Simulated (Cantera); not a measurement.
**Fe + CO + N2 (metals in furnace atmospheres)**

Feed: 1 mol Fe, 8.4 mol CO, 170 mol N2, equilibrated at 1 atm.

Method: chemical equilibrium by Gibbs-energy minimisation in Cantera with the NASA 1993 tables (ideal gas, pure condensed phases). Candidate condensed phases: C, Fe, Fe(CO)5, FeO, Fe2O3, Fe3O4; 27 gas species. Condensed phases not in the tables: cementite and carbon dissolved in iron. The numbers say what is thermodynamically allowed, not how fast it happens.

At 1150 K the condensed part is C(graphite) + Fe(α). From 1200 K to 1350 K the condensed part is C(graphite) + Fe(γ). From 1400 K to 1650 K the condensed part is Fe(γ). From 1700 K to 1800 K the condensed part is Fe(δ).

| T (K) | x N2 | x CO | x CO2 | x Fe | x C2N2 | x CN | n C(graphite) | n Fe(α) | n Fe(γ) | n Fe(δ) |
|---|---|---|---|---|---|---|---|---|---|---|
| 1150 | 0.953 | 0.0469 | 8.80e-5 | 8.48e-12 | 1.60e-12 | <1e-12 | 0.0157 | 1.00 | 0 | 0 |
| 1200 | 0.953 | 0.0470 | 4.23e-5 | 4.90e-11 | 6.27e-12 | <1e-12 | 0.00755 | 0 | 1.00 | 0 |
| 1250 | 0.953 | 0.0470 | 2.16e-5 | 2.45e-10 | 2.19e-11 | <1e-12 | 0.00385 | 0 | 1.00 | 0 |
| 1300 | 0.953 | 0.0471 | 1.16e-5 | 1.08e-9 | 6.98e-11 | <1e-12 | 0.00207 | 0 | 1.00 | 0 |
| 1350 | 0.953 | 0.0471 | 6.55e-6 | 4.24e-9 | 2.04e-10 | 1.79e-12 | 0.00117 | 0 | 1.000 | 0 |
| 1400 | 0.953 | 0.0471 | 3.85e-6 | 1.51e-8 | 5.51e-10 | 7.22e-12 | 0 | 0 | 1.000 | 0 |
| 1450 | 0.953 | 0.0471 | 2.36e-6 | 4.93e-8 | 1.39e-9 | 2.64e-11 | 0 | 0 | 1.000 | 0 |
| 1500 | 0.953 | 0.0471 | 1.49e-6 | 1.48e-7 | 3.30e-9 | 8.83e-11 | 0 | 0 | 1.000 | 0 |
| 1550 | 0.953 | 0.0471 | 9.73e-7 | 4.14e-7 | 7.41e-9 | 2.73e-10 | 0 | 0 | 1.000 | 0 |
| 1600 | 0.953 | 0.0471 | 6.53e-7 | 1.08e-6 | 1.58e-8 | 7.88e-10 | 0 | 0 | 1.000 | 0 |
| 1650 | 0.953 | 0.0471 | 4.50e-7 | 2.67e-6 | 3.22e-8 | 2.13e-9 | 0 | 0 | 1.000 | 0 |
| 1700 | 0.953 | 0.0471 | 3.17e-7 | 6.21e-6 | 6.30e-8 | 5.42e-9 | 0 | 0 | 0 | 0.999 |
| 1750 | 0.953 | 0.0471 | 2.35e-7 | 1.38e-5 | 1.11e-7 | 1.27e-8 | 0 | 0 | 0 | 0.998 |
| 1800 | 0.953 | 0.0471 | 2.37e-7 | 2.91e-5 | 1.08e-7 | 2.12e-8 | 0 | 0 | 0 | 0.995 |
x: gas mole fraction; n: condensed amount in mol.
